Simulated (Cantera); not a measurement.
Mixture: CH3OH : O2 : N2 = 1 : 1.85 : 8.52 (molar parts), equivalence ratio 0.81, at 6.40 bar, adiabatic and at constant pressure. Ignition delay is the time to a rise of 400 K.

Model: GRI-Mech 3.0 (53 species, 325 reactions), integrated in Cantera. GRI-Mech 3.0 was tuned for natural gas; its chemistry of methanol as a main component is partial and can be far from experiment.

Question: What does this change do: pressure from 6.40 bar to 2.80 bar?

Answer: 
| quantity | before | after |
|---|---|---|
| delay at 1150 K | 5.45 ms | 10.4 ms |
| delay at 1225 K | 1.51 ms | 2.92 ms |
| delay at 1300 K | 0.498 ms | 0.973 ms |
| delay at 1375 K | 0.190 ms | 0.377 ms |
| delay at 1450 K | 83.2 µs | 0.167 ms |
| delay at 1525 K | 40.8 µs | 83.0 µs |
| apparent activation energy between 1375 and 1525 K | 180 kJ/mol | 180 kJ/mol |
